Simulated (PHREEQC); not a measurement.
# Ultrapure water in contact with air or piping: speciation

Synthetic water in mg/L, 25 °C, pH 5.97, pe -0.8:

```
constituent             mg/L
------------------  --------
Na                   0.00564
K                     0.0196
Ca                    0.0158
Mg                    0.0118
Cl                  0.000572
S(6) as SO4           0.0982
Alkalinity as HCO3    0.0315
Fe(2)               0.000248
Br                  0.000825
B                   2.84e-05
Mn(2)                0.00212
Si as SiO2           0.00055
```

Valence states are taken as typed.

Model: ion-association model, phreeqc.dat, run in PHREEQC.

Each row changes one thing in this solution. No solid was allowed to form.

```tsv
case	ionic strength (mol/kgw)	CO2 (mol/kgw)	HCO3- (mol/kgw)	HSO4- (mol/kgw)	CO3-2 (mol/kgw)	SI of Quartz (SiO2)
as made	5.61e-6	3.80e-6	1.58e-6	1.06e-10	6.98e-11	-4.06
pH from 5.97 to 6.27 at the same alkalinity	___	1.25e-6	1.04e-6	5.29e-11	9.12e-11	-4.06
all concentrations times 3 at the same typed pH	1.47e-5	6.27e-6	2.61e-6	3.15e-10	1.16e-10	___
Fe(2) from 0.000248 to 0.000496 mg/L	5.62e-6	3.80e-6	1.58e-6	1.06e-10	6.98e-11	-4.06
```

Question: Fill in the missing entries.

Answer: 
- pH from 5.97 to 6.27 at the same alkalinity, ionic strength (mol/kgw): 5.07e-6
- all concentrations times 3 at the same typed pH, SI of Quartz (SiO2): -3.58
